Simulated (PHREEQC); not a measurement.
Dissolve 0.022 mol/kgw AlCl3, 0.13 mol/kgw FeCl2 and 0.00035 mol/kgw H3BO3 at 25 °C. Closed to the air; pH follows from the charge balance.

Computed with PHREEQC (ion-association model, wateq4f.dat).

Each row changes one thing in this solution. This is a speciation only: nothing precipitates in the calculation.

```csv
case,pH,ionic strength (mol/kgw),Cl- (mol/kgw),Fe+2 (mol/kgw),FeCl+ (mol/kgw),FeOH+ (mol/kgw)
as made,3.59,0.497,0.314,0.118,0.0121,5.33e-8
temperature from 25 to 40 °C,3.39,0.497,0.314,0.118,0.0117,[?]
diluted 10-fold with water,4.00,0.0514,[?],0.0127,0.000268,2.36e-8
AlCl3 left out,[?],0.369,0.249,0.119,0.0107,4.29e-6
0.038 mol/kgw KOH added,5.86,0.445,0.314,0.117,0.0124,1.01e-5
```

Some entries are withheld; supply them.


- temperature from 25 to 40 °C, FeOH+ (mol/kgw): 9.54e-8
- diluted 10-fold with water, Cl- (mol/kgw): 0.0323
- AlCl3 left out, pH: 5.47

Species that the database lacks are ignored. Some of these states are supersaturated (in Gibbsite (slow to form), Boehmite (slow to form), Al(OH)3(a), for instance). Away from 25 °C the constants follow the database's enthalpies or fits; those with neither stay at their 25 °C values.
